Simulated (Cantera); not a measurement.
Input (Python, Cantera) and output of one run.

```python
import numpy as np
import cantera as ct

gas_names = [...]  # 151 gases of nasa_gas.yaml made of C, H, N, O, Si
cond_names = """
    C(gr) C6H6(L) C7H8(L) C8H18(L),n-octa H2O(s) H2O(L) Si(cr) Si(L) SiC(b) SiO2(Lqz) SiO2(hqz) SiO2(L)
    Si2N2O(s) Si3N4(a)
""".split()


# ... load() reads the species with a 1 bar reference pressure and builds the phases ...
atoms = {
    'HMDSO': {'Si': 2, 'C': 6, 'H': 18, 'O': 1},
    'O2': {'O': 2},
    'N2': {'N': 2},
    'NO': {'N': 1, 'O': 1},
}
top_T = {'C(gr)': 4500, 'SiC(b)': 3050, 'Si2N2O(s)': 2100, 'Si3N4(a)': 2400}  # K; cautious upper limits of use, not melting points


# ... equilibrate(T, P, feed) seeds the gas with the atoms and calls Mixture.equilibrate('TP', solver="vcs", rtol=1e-11, max_steps=5000) ...
results = []
feed = {'HMDSO': 1, 'O2': 0.34, 'N2': 7.4, 'NO': 0.4}  # mol
P = 133.322  # Pa
for T in [748, 773, 798, 823, 848, 873, 898, 923, 948, 973, 998, 1023]:
    mix = equilibrate(T, P, feed)
    results.append((T, P, feed, dict(zip(mix.species_names, mix.species_moles))))
    x = sorted(zip(gas.X, gas.species_names), reverse=True)
    print(f"T = {T:g} K  P = {P:g} Pa  gas = {mix.phase_moles(0):.4g} mol")
    print("   x: " + "  ".join(f"{s} {v:.3e}" for v, s in x if v > 1e-06))
    print("   condensed (mol): " + ("  ".join(f"{mix.phase(i).name} {mix.phase_moles(i):.4g}"
          for i in range(1, mix.n_phases) if mix.phase_moles(i) > 1e-12) or "none"))
```

Output:

```
T = 748 K  P = 133.322 Pa  gas = 15.94 mol
   x: H2 5.619e-01  N2 4.367e-01  CH4 1.395e-03  CO 1.680e-05  NH3 1.939e-06  H2O 1.213e-06
   condensed (mol): C(gr) 5.977  SiO2(Lqz) 0.7198  Si2N2O(s) 0.6401
T = 773 K  P = 133.322 Pa  gas = 15.95 mol
   x: H2 5.626e-01  N2 4.365e-01  CH4 8.936e-04  CO 4.284e-05  H2O 1.532e-06  NH3 1.472e-06
   condensed (mol): C(gr) 5.985  SiO2(Lqz) 0.7195  Si2N2O(s) 0.6402
T = 798 K  P = 133.322 Pa  gas = 15.95 mol
   x: H2 5.630e-01  N2 4.363e-01  CH4 5.870e-04  CO 1.029e-04  H2O 1.903e-06  NH3 1.135e-06
   condensed (mol): C(gr) 5.989  SiO2(Lqz) 0.7189  Si2N2O(s) 0.6406
T = 823 K  P = 133.322 Pa  gas = 15.96 mol
   x: H2 5.633e-01  N2 4.361e-01  CH4 3.946e-04  CO 2.342e-04  H2O 2.328e-06
   condensed (mol): C(gr) 5.99  SiO2(Lqz) 0.7175  Si2N2O(s) 0.6413
T = 848 K  P = 133.322 Pa  gas = 15.96 mol
   x: H2 5.633e-01  N2 4.359e-01  CO 5.071e-04  CH4 2.710e-04  H2O 2.811e-06
   condensed (mol): C(gr) 5.988  SiO2(hqz) 0.7146  Si2N2O(s) 0.6427
T = 873 K  P = 133.322 Pa  gas = 15.97 mol
   x: H2 5.632e-01  N2 4.355e-01  CO 1.047e-03  CH4 1.898e-04  H2O 3.346e-06
   condensed (mol): C(gr) 5.98  SiO2(hqz) 0.7088  Si2N2O(s) 0.6456
T = 898 K  P = 133.322 Pa  gas = 15.98 mol
   x: H2 5.629e-01  N2 4.349e-01  CO 2.076e-03  CH4 1.353e-04  H2O 3.938e-06
   condensed (mol): C(gr) 5.965  SiO2(hqz) 0.6978  Si2N2O(s) 0.6511
T = 923 K  P = 133.322 Pa  gas = 16 mol
   x: H2 5.623e-01  N2 4.337e-01  CO 3.962e-03  CH4 9.805e-05  H2O 4.587e-06
   condensed (mol): C(gr) 5.935  SiO2(hqz) 0.6777  Si2N2O(s) 0.6612
T = 948 K  P = 133.322 Pa  gas = 16.04 mol
   x: H2 5.611e-01  N2 4.316e-01  CO 7.298e-03  CH4 7.203e-05  H2O 5.287e-06  HCN 1.060e-06
   condensed (mol): C(gr) 5.882  SiO2(hqz) 0.6419  Si2N2O(s) 0.679
T = 973 K  P = 133.322 Pa  gas = 16.1 mol
   x: H2 5.589e-01  N2 4.280e-01  CO 1.301e-02  CH4 5.353e-05  H2O 6.028e-06  HCN 1.627e-06
   condensed (mol): C(gr) 5.79  SiO2(hqz) 0.5803  Si2N2O(s) 0.7098
T = 998 K  P = 133.322 Pa  gas = 16.2 mol
   x: H2 5.554e-01  N2 4.221e-01  CO 2.246e-02  CH4 4.012e-05  H2O 6.792e-06  HCN 2.433e-06
   condensed (mol): C(gr) 5.635  SiO2(hqz) 0.4773  Si2N2O(s) 0.7613
T = 1023 K  P = 133.322 Pa  gas = 16.37 mol
   x: H2 5.497e-01  N2 4.126e-01  CO 3.763e-02  CH4 3.022e-05  H2O 7.549e-06  HCN 3.542e-06
   condensed (mol): C(gr) 5.383  SiO2(hqz) 0.3092  Si2N2O(s) 0.8454
```

These are equilibrium values from Cantera (NASA tables, ideal gas, pure condensed phases), not measurements of a reactor. The feed counts by its element totals alone. Mutual solubility and eutectic melting of coexisting phases are not modelled.
